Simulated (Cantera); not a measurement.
Input (Python, Cantera) and output of one run.

```python
import numpy as np
import cantera as ct

gas_names = """
    H H2O
""".split()
cond_names = """
    V2O5(s) V2O5(L) V2O4(I) V2O4(II) V2O4(L)
""".split()


# ... load() reads the species with a 1 bar reference pressure and builds the phases ...
species = {s.name: s for s in load("nasa_gas.yaml", gas_names) + load("nasa_condensed.yaml", cond_names)}
# Each term lists the table entries of one substance; the one whose range holds T is used.
reactions = {
    'V2O5 + 2 H(g) = V2O4 + H2O(g)':
        [(-1, ['V2O5(s)', 'V2O5(L)']), (-2, ['H']), (1, ['V2O4(I)', 'V2O4(II)', 'V2O4(L)']), (1, ['H2O'])],
}


def pick(names, T):
    return next(species[n] for n in names if species[n].thermo.min_temp <= T <= species[n].thermo.max_temp)


results = []
for label, terms in reactions.items():
    print(label)
    print("     T/K   dH/kJ  dS/(J/K)   dG/kJ   log10 K")
    for T in [873, 923, 973, 1023, 1073, 1123]:
        used = [(nu, pick(names, T)) for nu, names in terms]
        dH = sum(nu * s.thermo.h(T) for nu, s in used) / 1e6
        dS = sum(nu * s.thermo.s(T) for nu, s in used) / 1e3
        dG = dH - T * dS / 1e3
        logK = -dG * 1e6 / (ct.gas_constant * T * np.log(10))
        results.append((label, T, dH, dS, dG, logK, [s.name for _, s in used]))
        print(f"{T:8g} {dH:8.1f} {dS:8.1f} {dG:8.1f} {logK:8.2f}")
```

Output:

```
V2O5 + 2 H(g) = V2O4 + H2O(g)
     T/K   dH/kJ  dS/(J/K)   dG/kJ   log10 K
     873   -559.4    -67.1   -500.8    29.96
     923   -560.6    -68.5   -497.4    28.15
     973   -626.6   -138.4   -491.9    26.41
    1023   -628.1   -139.9   -484.9    24.76
    1073   -629.5   -141.3   -477.9    23.26
    1123   -630.9   -142.5   -470.8    21.90
```

Source: NASA polynomial tables (part measured, part estimated), evaluated in Cantera. Condensed species are held in their standard states even where they would react or evaporate.
